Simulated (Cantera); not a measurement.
What does this Cantera script print?

```python
import numpy as np
import cantera as ct

gas_names = """
    F F2 H HF H2 H2F2 H3F3 H4F4 H5F5 H6F6 H7F7 Si SiF SiF2 SiF3 SiF4 SiH SiHF3 SiH2 SiH2F2 SiH3 SiH3F
    SiH4 Si2 Si3
""".split()
cond_names = """
    Si(cr) Si(L)
""".split()


def load(file, names, dense=False):
    # The tables refer to 1 bar. Condensed volumes are neglected.
    table = {s.name: s for s in ct.Species.list_from_file(file)}
    out = []
    for n in names:
        d = dict(table[n].input_data)
        d["thermo"] = dict(d["thermo"], **{"reference-pressure": 1e5})
        if dense:
            d["equation-of-state"] = {"model": "constant-volume", "density": "1e6 g/cm^3"}
        out.append(ct.Species.from_dict(d))
    return out


gas = ct.Solution(thermo="ideal-gas", species=load("nasa_gas.yaml", gas_names))
cond = {s.name: ct.Solution(thermo="fixed-stoichiometry", species=[s], name=s.name)
        for s in load("nasa_condensed.yaml", cond_names, dense=True)}
atoms = {
    'Si': {'Si': 1},
    'HF': {'H': 1, 'F': 1},
}
top_T = {}  # K; cautious upper limits of use, not melting points


def equilibrate(T, P, feed):
    n = {}
    for name, mol in feed.items():
        for a, k in atoms[name].items():
            n[a] = n.get(a, 0.0) + k * mol
    gas.TPX = T, P, n
    mass = sum(n.values()) * gas.mean_molecular_weight
    gas.equilibrate("TP")
    valid = [c for c in cond.values() if c.min_temp <= T <= top_T.get(c.name, c.max_temp)]
    mix = ct.Mixture([(gas, mass / gas.mean_molecular_weight)] + [(c, 0.0) for c in valid])
    mix.T, mix.P = T, P
    mix.equilibrate("TP", solver="vcs", rtol=1e-11, max_steps=5000)
    return mix


results = []
T = 923.15  # K
P = 14000  # Pa
for m in [1.7, 3.2, 4.6, 6.1, 7.5, 8.9, 10, 12, 13, 15, 16, 18, 19]:
    feed = {'Si': 1, 'HF': m}  # mol
    mix = equilibrate(T, P, feed)
    results.append((T, P, feed, dict(zip(mix.species_names, mix.species_moles))))

top = {s: max(r[3][s] / sum(r[3][g] for g in gas_names) for r in results) for s in gas_names}
cols = sorted((s for s in top if top[s] > 0.0001), key=lambda s: -top[s])[:9]
seen = [c for c in cond_names if any(r[3].get(c, 0) > 1e-12 for r in results)]
print("log10 of partial pressures in bar; condensed amounts in mol")
print(f"{'n(HF)':>10s}" + "".join(f"{s[:9]:>10s}" for s in cols + seen))
for T, P, feed, n in results:
    ng = sum(n[g] for g in gas_names)
    print(f"{feed['HF']:10.4g}" + "".join(f"{np.log10(max(n[s] / ng * P / 1e5, 1e-99)):10.3f}" for s in cols)
          + "".join(f"{n.get(c, 0):10.4g}" for c in seen))
```

It prints:

```
log10 of partial pressures in bar; condensed amounts in mol
     n(HF)        HF        H2      SiF4     SiHF3    SiH2F2      SiF3    Si(cr)
       1.7    -6.089    -1.035    -1.349    -2.554    -4.019    -4.752    0.5682
       3.2    -6.089    -1.035    -1.349    -2.554    -4.019    -4.752    0.1872
       4.6    -1.632    -1.109    -1.410    -7.146   -13.142    -9.307         0
       6.1    -1.239    -1.260    -1.561    -7.842   -14.381    -9.927         0
       7.5    -1.123    -1.366    -1.667    -8.169   -14.930   -10.201         0
       8.9    -1.061    -1.450    -1.751    -8.400   -15.307   -10.390         0
        10    -1.030    -1.507    -1.808    -8.544   -15.540   -10.506         0
        12    -0.992    -1.594    -1.895    -8.756   -15.877   -10.675         0
        13    -0.979    -1.632    -1.933    -8.845   -16.017   -10.745         0
        15    -0.959    -1.699    -2.000    -8.999   -16.258   -10.865         0
        16    -0.951    -1.729    -2.030    -9.067   -16.364   -10.918         0
        18    -0.938    -1.783    -2.084    -9.189   -16.552   -11.012         0
        19    -0.933    -1.808    -2.109    -9.243   -16.637   -11.054         0
```

Cantera equilibrium calculation (NASA polynomials, part measured and part estimated; ideal gas, pure solids and liquids). The tables' values for SiF3 are old estimates; treat these amounts as uncertain.
